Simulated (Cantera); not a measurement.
**Thermodynamics of calcination and drying, feed MgCO3 + C + H2O**

A closed system holds: 1 mol MgCO3, 1.6 mol C, a varied amount of H2O, at 1075 K and 3.60 mbar.

Equilibrium computed with Cantera from the NASA thermochemical tables; the gas is ideal and each condensed phase is pure. Candidate condensed phases: C, C6H6, C7H8, C8H18, H2O, Mg, MgCO3, MgO, Mg(OH)2; 116 gas species. Equilibrium is a limit: real reactors are often held back by kinetics, nucleation or transport.

From 0.25 mol H2O to 0.59 mol H2O the condensed part is C(graphite) + MgO(s). From 0.92 mol H2O to 3.6 mol H2O the condensed part is MgO(s).

```csv
n(H2O) (mol),log p CO,log p H2,log p H2O,log p CO2,log p CH4,n C(graphite),n MgO(s)
0.25,-2.49,-3.44,-6.83,-5.85,-8.23,0.351,1.00
0.59,-2.53,-3.18,-6.61,-5.93,-7.70,0.0112,1.00
0.92,-2.62,-3.07,-4.09,-3.61,-9.97,0,1.00
1.3,-2.71,-3.00,-3.68,-3.36,-10.28,0,1.00
1.6,-2.77,-2.98,-3.50,-3.27,-10.44,0,1.00
1.9,-2.83,-2.96,-3.37,-3.21,-10.59,0,1.00
2.3,-2.91,-2.95,-3.24,-3.17,-10.76,0,1.00
2.6,-2.96,-2.95,-3.17,-3.15,-10.88,0,1.00
2.9,-3.01,-2.95,-3.11,-3.14,-11.00,0,1.00
3.3,-3.07,-2.96,-3.04,-3.13,-11.14,0,1.00
3.6,-3.12,-2.96,-3.00,-3.13,-11.24,0,1.00
```
log p: log10 of the partial pressure in bar; n: condensed amount in mol.
